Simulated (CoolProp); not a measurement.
The fluid at 298.15 K and 0.71 MPa (gas) is heated at constant pressure to 351.9 K. The same conditions are run with several fluids, on thermodynamics alone (safety and materials aside).

Model: reference Helmholtz-energy equation of state of each fluid (CH2F2 (R32): Tillner-Roth 1997; R143a: Lemmon and Jacobsen 2000; hydrogen chloride: Thol 2018; sulfur hexafluoride: Guder 2009; R507A: Lemmon 2003), in CoolProp. Blends and air are pseudo-pure fits.

```
fluid                heat (kJ/kg)  final density (kg/m³)
-------------------  ------------  ---------------------
CH2F2 (R32)                  53.0                    ___
R143a                         ___                   21.9
hydrogen chloride            46.0                    ___
sulfur hexafluoride          39.4                   37.2
R507A                        53.1                    ___
```

**Question.** Complete the blanks.

**Answer.** 
- CH2F2 (R32), final density (kg/m³): 13.3
- R143a, heat (kJ/kg): 58.1
- hydrogen chloride, final density (kg/m³): 9.08
- R507A, final density (kg/m³): 25.7
